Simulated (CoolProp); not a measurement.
Model: reference Helmholtz-energy equation of state, Smukala 2000, in CoolProp.

Task: For ethylene, give the phase and the cv (kJ/(kg K)), speed of sound (m/s), Joule-Thomson coefficient (K/MPa) at 127.1 K and 0.0898 MPa; 370.5 K and 0.0312 MPa.

Result: 
- 127.1 K and 0.0898 MPa: liquid; cv 1.52, speed of sound 1610, Joule-Thomson coefficient -0.486
- 370.5 K and 0.0312 MPa: gas; cv 1.49, speed of sound 363, Joule-Thomson coefficient 5.86
